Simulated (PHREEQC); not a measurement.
Make-up at 17 °C: 71 mmol/kgw LiCl, 4.2 mmol/kgw SrCl2 and 0.0004 mmol/kgw H4SiO4. Closed to the air; pH follows from the charge balance.

Model: ion-association model, phreeqc.dat, run in PHREEQC.

```tsv
quantity	before	after
pH	7.12	6.61
ionic strength (mol/kgw)	0.0836	0.0836
SI of Quartz (SiO2)	-2.29	-2.75
```

Problem. Name the change that produced these shifts.
A) 0.023 mol/kgw H2SO4 added
B) temperature from 17 to 50 °C
C) LiCl replaced by MnCl2 at the same molality
D) diluted 5-fold with water
E) LiCl left out

Solution. B, temperature from 17 to 50 °C

No solid was allowed to form. Away from 25 °C the constants follow the database's enthalpies or fits; those with neither stay at their 25 °C values.
